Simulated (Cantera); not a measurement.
Chlorosilane synthesis and conversion: SiCl₄ + Cl₂ + H₂

Input: 1 mol SiCl₄, 2.1 mol Cl₂, 14 mol H₂, at 0.100 bar.

Method: chemical equilibrium by Gibbs-energy minimisation in Cantera with the NASA 1993 tables (ideal gas, pure condensed phases). Candidate condensed phases: Si; 19 gas species. The tables' values for SiCl₃ are old estimates; treat these amounts as uncertain. Kinetics and transport are ignored.

```json
[
 {"T (K)": "675", "x H₂": "0.696", "x HCl": "0.246", "x SiCl₄": "0.0585", "x SiCl₂": "<1e-12", "x SiCl₃": "2.86e-9", "x SiHCl₃": "2.17e-5"},
 {"T (K)": "775", "x H₂": "0.696", "x HCl": "0.246", "x SiCl₄": "0.0584", "x SiCl₂": "6.77e-11", "x SiCl₃": "1.67e-7", "x SiHCl₃": "0.000107"},
 {"T (K)": "875", "x H₂": "0.696", "x HCl": "0.246", "x SiCl₄": "0.0581", "x SiCl₂": "1.41e-8", "x SiCl₃": "3.77e-6", "x SiHCl₃": "0.000360"},
 {"T (K)": "975", "x H₂": "0.695", "x HCl": "0.247", "x SiCl₄": "0.0575", "x SiCl₂": "9.52e-7", "x SiCl₃": "4.40e-5", "x SiHCl₃": "0.000927"},
 {"T (K)": "1075", "x H₂": "0.694", "x HCl": "0.248", "x SiCl₄": "0.0562", "x SiCl₂": "2.81e-5", "x SiCl₃": "0.000316", "x SiHCl₃": "0.00195"},
 {"T (K)": "1175", "x H₂": "0.690", "x HCl": "0.251", "x SiCl₄": "0.0530", "x SiCl₂": "0.000434", "x SiCl₃": "0.00153", "x SiHCl₃": "0.00343"},
 {"T (K)": "1275", "x H₂": "0.681", "x HCl": "0.261", "x SiCl₄": "0.0448", "x SiCl₂": "0.00359", "x SiCl₃": "0.00497", "x SiHCl₃": "0.00471"},
 {"T (K)": "1375", "x H₂": "0.659", "x HCl": "0.284", "x SiCl₄": "0.0291", "x SiCl₂": "0.0144", "x SiCl₃": "0.00953", "x SiHCl₃": "0.00431"}
]
```
x: gas mole fraction; nothing condenses.

From 675 K to 1375 K nothing is condensed. The main Si-bearing gas is SiCl₄ throughout.
